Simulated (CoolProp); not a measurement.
n-octane at several states: density (kg/m³) from the reference equation and from simpler models built on Tc = 568.7 K, pc = 2.484 MPa, ω = 0.398; each cubic takes its own stable root.

The numbers come from the reference Helmholtz-energy equation of state, Beckmüller 2019 in CoolProp.

```json
[
 {"T (K)": "422.7", "p (MPa)": "7.83", "phase": "liquid", "reference": "604.7", "van der Waals": "?", "Redlich-Kwong": "?", "Soave-Redlich-Kwong": "?", "Peng-Robinson": "597.5"},
 {"T (K)": "431.8", "p (MPa)": "1.08", "phase": "liquid", "reference": "?", "van der Waals": "326.6", "Redlich-Kwong": "467.6", "Soave-Redlich-Kwong": "500.3", "Peng-Robinson": "?"},
 {"T (K)": "575.9", "p (MPa)": "0.386", "phase": "gas", "reference": "9.752", "van der Waals": "?", "Redlich-Kwong": "9.722", "Soave-Redlich-Kwong": "9.716", "Peng-Robinson": "9.776"},
 {"T (K)": "512.9", "p (MPa)": "0.432", "phase": "gas", "reference": "12.83", "van der Waals": "?", "Redlich-Kwong": "12.64", "Soave-Redlich-Kwong": "?", "Peng-Robinson": "12.83"}
]
```

Q: Fill in the missing entries.

A: 
- 422.7, van der Waals: 364.1
- 422.7, Redlich-Kwong: 508.3
- 422.7, Soave-Redlich-Kwong: 530.7
- 431.8, reference: 580.6
- 431.8, Peng-Robinson: 566.5
- 575.9, van der Waals: 9.658
- 512.9, van der Waals: 12.45
- 512.9, Soave-Redlich-Kwong: 12.73
